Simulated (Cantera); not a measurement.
**Premixed flame**

A freely propagating, adiabatic, planar premixed flame of H2 : O2 : N2 = 1 : 0.227 : 1.11 (molar parts), unburnt at 625 K and 1.88 atm; multicomponent+Soret transport, grid criteria slope 0.08 and curve 0.16, no radiation.

Detailed kinetics in Cantera: the H2/O2 subset of GRI-Mech 3.0, which has no nitrogen chemistry. Burning velocities carry a grid error of a few per cent, more on coarse grids.

| z (mm) | T (K) | u (m/s) | x H2 | x O2 | x HO2 | x H | x H2O | x OH |
|---|---|---|---|---|---|---|---|---|
| -0.622 | 625 | 7.63 | 0.428 | 0.0971 | <1e-8 | <1e-8 | <1e-8 | <1e-8 |
| -0.414 | 625 | 7.63 | 0.428 | 0.0971 | <1e-8 | <1e-8 | <1e-8 | <1e-8 |
| -0.311 | 625 | 7.63 | 0.428 | 0.0971 | 3.98e-8 | <1e-8 | 1.96e-8 | <1e-8 |
| -0.207 | 625 | 7.63 | 0.427 | 0.0972 | 3.28e-6 | 2.39e-7 | 1.65e-6 | <1e-8 |
| -0.104 | 664 | 7.95 | 0.413 | 0.0982 | 0.000331 | 0.000380 | 0.00214 | 9.77e-5 |
| -0.0518 | 884 | 10.3 | 0.380 | 0.0910 | 0.000216 | 0.00660 | 0.0233 | 0.000544 |
| 0 | 1236 | 14.2 | 0.311 | 0.0602 | 9.79e-5 | 0.0318 | 0.0882 | 0.00151 |
| 0.0518 | 1488 | 17.0 | 0.244 | 0.0201 | 3.11e-5 | 0.0574 | 0.165 | 0.00257 |
| 0.104 | 1604 | 18.3 | 0.223 | 0.00471 | 7.04e-6 | 0.0628 | 0.196 | 0.00266 |
| 0.207 | 1708 | 19.3 | 0.223 | 0.000448 | 6.68e-7 | 0.0552 | 0.205 | 0.00269 |
| 0.414 | 1806 | 20.3 | 0.231 | 0.000148 | 2.43e-7 | 0.0424 | 0.208 | 0.00254 |
| 0.829 | 1897 | 21.2 | 0.239 | 7.83e-5 | 1.37e-7 | 0.0299 | 0.210 | 0.00213 |
| 1.66 | 1969 | 21.9 | 0.246 | 3.53e-5 | 6.86e-8 | 0.0195 | 0.212 | 0.00158 |
x: mole fraction of selected species; z is measured from the peak of heat release.

```
Property                    Result
------------------------  --------
laminar burning velocity  763 cm/s
thermal thickness         0.207 mm
peak x(HO2)               0.000344
peak x(H)                   0.0629
peak x(OH)                 0.00269
grid points                    128
```
